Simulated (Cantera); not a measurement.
An isothermal, constant-pressure homogeneous reactor starts with H2 : O2 = 0.067 : 1 (molar parts), at 1075 K and 0.0336 atm.

Detailed kinetics in Cantera: GRI-Mech 3.0 (53 species, 325 reactions). Radical loss at walls, strong at low pressure, is not modelled. The temperature is held fixed by assumption; the heat of reaction is taken as removed at once.

One state of this run: x H2 = 2.38e-5; x O2 = 0.935; x O = 0.000418; x H2O2 = 2.01e-7; x OH = 0.000299. x: mole fraction; the columns are a selection and need not sum to one.

Task: Which value of t (s) does it belong to?
(A) 0.0312
(B) 0.000243
(C) 3.49e-5
(D) 5.00e-6

Result: A, 0.0312
